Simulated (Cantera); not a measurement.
**Thermodynamics of halide evaporation, hydrolysis and transport, feed SrCl2 + H2 + N2**

Input: 1 mol SrCl2, 5 mol H2, a varied amount of N2, at 1250 K and 0.950 bar.

These are equilibrium values from Cantera (NASA tables, ideal gas, pure condensed phases), not measurements of a reactor. Candidate condensed phases: NH4Cl, Sr, SrCl2; 15 gas species. Equilibrium is a limit: real reactors are often held back by kinetics, nucleation or transport.

```json
[
 {"n(N2) (mol)": "0.59", "x N2": "0.106", "x H2": "0.894", "x NH3": "3.99e-5", "x SrCl2": "4.29e-6", "x H": "4.69e-7", "x HCl": "3.79e-7", "x SrCl": "1.34e-7", "x Sr": "1.22e-7", "n SrCl2(l)": "1.000"},
 {"n(N2) (mol)": "1.3", "x N2": "0.206", "x H2": "0.794", "x NH3": "4.66e-5", "x SrCl2": "4.29e-6", "x H": "4.42e-7", "x HCl": "3.65e-7", "x SrCl": "1.31e-7", "x Sr": "1.17e-7", "n SrCl2(l)": "1.000"},
 {"n(N2) (mol)": "3", "x N2": "0.375", "x H2": "0.625", "x NH3": "4.39e-5", "x SrCl2": "4.29e-6", "x H": "3.92e-7", "x HCl": "3.39e-7", "x SrCl": "1.25e-7", "x Sr": "1.07e-7", "n SrCl2(l)": "1.000"},
 {"n(N2) (mol)": "6.8", "x N2": "0.576", "x H2": "0.424", "x NH3": "3.04e-5", "x SrCl2": "4.29e-6", "x H": "3.23e-7", "x HCl": "3.00e-7", "x SrCl": "1.16e-7", "x Sr": "9.22e-8", "n SrCl2(l)": "1.000"},
 {"n(N2) (mol)": "15", "x N2": "0.750", "x H2": "0.250", "x NH3": "1.57e-5", "x SrCl2": "4.29e-6", "x H": "2.48e-7", "x HCl": "2.55e-7", "x SrCl": "1.05e-7", "x Sr": "7.52e-8", "n SrCl2(l)": "1.000"},
 {"n(N2) (mol)": "34", "x N2": "0.872", "x H2": "0.128", "x NH3": "6.22e-6", "x SrCl2": "4.29e-6", "x H": "1.78e-7", "x HCl": "2.08e-7", "x SrCl": "9.20e-8", "x Sr": "5.80e-8", "n SrCl2(l)": "1.000"},
 {"n(N2) (mol)": "78", "x N2": "0.940", "x H2": "0.0602", "x NH3": "2.08e-6", "x SrCl2": "4.29e-6", "x H": "1.22e-7", "x HCl": "1.66e-7", "x SrCl": "7.93e-8", "x Sr": "4.31e-8", "n SrCl2(l)": "1.000"},
 {"n(N2) (mol)": "170", "x N2": "0.971", "x H2": "0.0286", "x NH3": "6.90e-7", "x SrCl2": "4.29e-6", "x H": "8.38e-8", "x HCl": "1.32e-7", "x SrCl": "6.83e-8", "x Sr": "3.20e-8", "n SrCl2(l)": "0.999"}
]
```
x: gas mole fraction; n: condensed amount in mol.

From 0.59 mol N2 to 170 mol N2 the condensed part is SrCl2(l). The main Sr-bearing gas is SrCl2 throughout.
